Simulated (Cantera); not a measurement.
**Thermodynamics of carbon deposition, reforming and gasification, feed acetone + NH₃ + H₂**

A closed system holds: 1 mol acetone, 1.2 mol NH₃, 78 mol H₂, held at 0.133 bar.

Equilibrium computed with Cantera from the NASA thermochemical tables; the gas is ideal and each condensed phase is pure. Candidate condensed phases: C, C₆H₆, C₇H₈, C₈H₁₈, H₂O; 169 gas species. Ions and electrons are included (thermal ionisation). The feed counts by its element totals alone. Kinetics and transport are ignored.

```csv
T (°C),x H,x H₂,x C,x CO,x C₂H₂ (acetylene),x N₂,x HCN,x N
2227,0.0655,0.905,1.19e-6,0.0115,0.00890,0.00447,0.00429,5.35e-8
2477,0.168,0.804,1.69e-5,0.0109,0.00803,0.00403,0.00424,4.18e-7
2727,0.344,0.631,0.000153,0.00980,0.00639,0.00352,0.00380,2.26e-6
2977,0.565,0.413,0.000923,0.00847,0.00367,0.00307,0.00286,9.36e-6
3227,0.759,0.220,0.00340,0.00728,0.00110,0.00290,0.00161,3.27e-5
3477,0.877,0.102,0.00736,0.00654,0.000152,0.00297,0.000632,0.000100
3727,0.933,0.0457,0.0101,0.00619,1.15e-5,0.00306,0.000183,0.000269
3977,0.957,0.0212,0.0111,0.00603,7.67e-7,0.00301,4.87e-5,0.000630
4227,0.968,0.0104,0.0114,0.00595,6.13e-8,0.00276,1.36e-5,0.00129
4477,0.972,0.00548,0.0117,0.00584,6.21e-9,0.00228,4.04e-6,0.00234
4727,0.973,0.00305,0.0120,0.00555,8.06e-10,0.00164,1.26e-6,0.00368
```
x: gas mole fraction; nothing condenses.

From 2227 °C to 4727 °C nothing is condensed. The main C-bearing gas is C₂H₂ (acetylene) at 2227 °C and C at 4727 °C.
